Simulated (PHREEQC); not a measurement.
Solution (11 °C): 0.19 mol/kgw H3PO4, 0.00051 mol/kgw NaOH and 5.4e-05 mol/kgw NiSO4. Closed to the air; pH follows from the charge balance.

Computed with PHREEQC (ion-association model, wateq4f.dat).

No solid was allowed to form.

**Question.** Estimate the pH, ionic strength.

**Answer.** pH 1.46; ionic strength 0.0413 mol/kgw.

**Question.** In which forms is P present?

**Answer.** H3PO4 78 %, H2PO4- 22 % of the P.

H3PO4, which wateq4f.dat lacks, is added to it with the constant of phreeqc.dat. At this temperature some constants are extrapolated from 25 °C, and those without enthalpy data are left unchanged. The database has no phosphate complexes of Ni.
